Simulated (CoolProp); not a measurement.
Vapour-liquid equilibrium of n-octane (1) + p-xylene (2) at 0.00454 MPa; x and y are mole fractions of (1).

Model: multi-fluid Helmholtz-energy mixture model, Beckmüller 2019 and Zhou 2012; pair parameters Bell 2016, in CoolProp.

```json
[
 {"x": "0.05", "bubble temperature (°C)": "…", "y at the bubble point": "…", "dew temperature at overall composition x (°C)": "50.3", "liquid density (mol/L)": "7.742"},
 {"x": "0.2", "bubble temperature (°C)": "47.2", "y at the bubble point": "0.319", "dew temperature at overall composition x (°C)": "48.6", "liquid density (mol/L)": "7.414"},
 {"x": "0.35", "bubble temperature (°C)": "…", "y at the bubble point": "0.475", "dew temperature at overall composition x (°C)": "…", "liquid density (mol/L)": "7.106"},
 {"x": "0.5", "bubble temperature (°C)": "44.2", "y at the bubble point": "0.603", "dew temperature at overall composition x (°C)": "45.2", "liquid density (mol/L)": "6.819"},
 {"x": "0.65", "bubble temperature (°C)": "…", "y at the bubble point": "0.720", "dew temperature at overall composition x (°C)": "…", "liquid density (mol/L)": "6.551"},
 {"x": "0.8", "bubble temperature (°C)": "42.5", "y at the bubble point": "0.837", "dew temperature at overall composition x (°C)": "…", "liquid density (mol/L)": "…"},
 {"x": "0.95", "bubble temperature (°C)": "42.0", "y at the bubble point": "0.958", "dew temperature at overall composition x (°C)": "42.0", "liquid density (mol/L)": "6.069"}
]
```

Task: Fill in the missing entries.

Result: 
- 0.05, bubble temperature (°C): 49.8
- 0.05, y at the bubble point: 0.100
- 0.35, bubble temperature (°C): 45.5
- 0.35, dew temperature at overall composition x (°C): 46.8
- 0.65, bubble temperature (°C): 43.3
- 0.65, dew temperature at overall composition x (°C): 43.8
- 0.8, dew temperature at overall composition x (°C): 42.8
- 0.8, liquid density (mol/L): 6.302

No azeotrope shows between x = 0.05 and 0.95.

The pair parameters rest on a limited set of measurements; away from them the model extrapolates.
